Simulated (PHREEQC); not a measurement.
A made-up water analysis in mmol/kgw, 25 °C, pH 7.18, pe 1.3:

```json
[
 {"constituent": "Na", "mmol/kgw": "0.48"},
 {"constituent": "K", "mmol/kgw": "0.0145"},
 {"constituent": "Ca", "mmol/kgw": "0.371"},
 {"constituent": "Mg", "mmol/kgw": "0.118"},
 {"constituent": "Cl", "mmol/kgw": "0.575"},
 {"constituent": "S(6)", "mmol/kgw": "0.0204"},
 {"constituent": "Alkalinity (meq/kgw)", "mmol/kgw": "0.889"},
 {"constituent": "Mn(2)", "mmol/kgw": "0.00227"},
 {"constituent": "Si", "mmol/kgw": "0.00577"},
 {"constituent": "Br", "mmol/kgw": "0.0388"},
 {"constituent": "F", "mmol/kgw": "0.000595"},
 {"constituent": "B", "mmol/kgw": "0.00391"}
]
```

Valence states are taken as typed.

Computed with PHREEQC (ion-association model, phreeqc.dat).

This is a speciation only: nothing precipitates in the calculation.

Q: Predict the specific conductance, charge-balance error.

A: specific conductance 162 µS/cm; charge-balance error -2.2 %.

Q: In which forms is C present?

A: HCO3- 87 %, CO2 12 % of the C.

Species that the database lacks are ignored. SiF6-2 is the database's only silicon fluoride. Real BF4- forms and hydrolyses slowly; the run takes it at equilibrium.
